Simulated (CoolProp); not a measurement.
Vapour-liquid equilibrium of carbon dioxide (1) + R142b (2) at 259.8 K; x and y are mole fractions of (1).

Model: multi-fluid Helmholtz-energy mixture model, Span 1996 and Lemmon 2006; pair parameters Bell 2016, in CoolProp.

| x | bubble pressure (bar) | y at the bubble point | dew pressure at overall composition x (bar) | liquid density (mol/L) |
|---|---|---|---|---|
| 0.05 | 1.748 | 0.525 | 0.8952 | 12.30 |
| 0.15 | ? | 0.794 | ? | 13.01 |
| 0.25 | 6.049 | 0.880 | 1.128 | 13.79 |
| 0.35 | 8.392 | 0.920 | 1.296 | 14.63 |
| 0.45 | 10.73 | 0.943 | 1.522 | 15.56 |
| 0.55 | 13.02 | 0.958 | ? | ? |
| 0.65 | 15.27 | 0.969 | 2.333 | 17.70 |
| 0.75 | ? | 0.978 | 3.183 | ? |
| 0.85 | ? | 0.987 | 5.015 | 20.33 |
| 0.95 | ? | 0.995 | 11.69 | 21.88 |

What belongs in the gaps?


- 0.15, bubble pressure (bar): 3.792
- 0.15, dew pressure at overall composition x (bar): 0.9985
- 0.55, dew pressure at overall composition x (bar): 1.842
- 0.55, liquid density (mol/L): 16.58
- 0.75, bubble pressure (bar): 17.54
- 0.75, liquid density (mol/L): 18.95
- 0.85, bubble pressure (bar): 19.94
- 0.95, bubble pressure (bar): 22.58

No azeotrope shows between x = 0.05 and 0.95.

Pair parameters are fitted to limited data, so mixtures are less certain than the pure fluids.
